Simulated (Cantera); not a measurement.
Cantera run:

```python
import numpy as np
import cantera as ct

gas_names = [...]  # 135 gases of nasa_gas.yaml made of C, Cl, F, H
cond_names = """
    C(gr) C6H6(L) C7H8(L) C8H18(L),n-octa
""".split()


# ... load() reads the species with a 1 bar reference pressure and builds the phases ...
atoms = {
    'CH3Cl': {'C': 1, 'H': 3, 'CL': 1},
    'F2': {'F': 2},
}
top_T = {'C(gr)': 4500}  # K; cautious upper limits of use, not melting points


# ... equilibrate(T, P, feed) seeds the gas with the atoms and calls Mixture.equilibrate('TP', solver="vcs", rtol=1e-11, max_steps=5000) ...
results = []
feed = {'CH3Cl': 1, 'F2': 0.02}  # mol
P = 11  # Pa
for T in [2000, 2500, 3000, 3500, 4000, 4500, 5000]:
    mix = equilibrate(T, P, feed)
    results.append((T, P, feed, dict(zip(mix.species_names, mix.species_moles))))

top = {s: max(r[3][s] / sum(r[3][g] for g in gas_names) for r in results) for s in gas_names}
cols = sorted((s for s in top if top[s] > 1e-06), key=lambda s: -top[s])[:9]
seen = [c for c in cond_names if any(r[3].get(c, 0) > 1e-12 for r in results)]
print("log10 of partial pressures in bar; condensed amounts in mol")
print(f"{'T/K':>10s}" + "".join(f"{s[:9]:>10s}" for s in cols + seen))
for T, P, feed, n in results:
    ng = sum(n[g] for g in gas_names)
    print(f"{T:10.4g}" + "".join(f"{np.log10(max(n[s] / ng * P / 1e5, 1e-99)):10.3f}" for s in cols)
          + "".join(f"{n.get(c, 0):10.4g}" for c in seen))
```

Output:

```
log10 of partial pressures in bar; condensed amounts in mol
       T/K         H        H2       HCL        CL         C        C3        HF        C2         F     C(gr)
      2000    -4.953    -4.328    -4.373    -5.126   -10.517   -10.557    -5.700   -11.630    -9.711    0.9985
      2500    -4.155    -5.112    -5.387    -4.582    -6.779    -6.304    -5.925    -7.339    -7.649    0.9327
      3000    -4.157    -6.710    -7.017    -4.631    -4.960    -5.501    -6.541    -5.829    -6.196         0
      3500    -4.183    -7.909    -8.208    -4.660    -4.668    -7.956    -7.920    -6.766    -6.065         0
      4000    -4.184    -8.773    -9.064    -4.661    -4.662   -10.442    -9.033    -7.897    -6.059         0
      4500    -4.184    -9.446    -9.731    -4.661    -4.662   -12.393    -9.904    -8.788    -6.059         0
      5000    -4.185    -9.987   -10.269    -4.662    -4.667   -13.967   -10.606    -9.511    -6.060         0
```

Cantera equilibrium calculation (NASA polynomials, part measured and part estimated; ideal gas, pure solids and liquids).
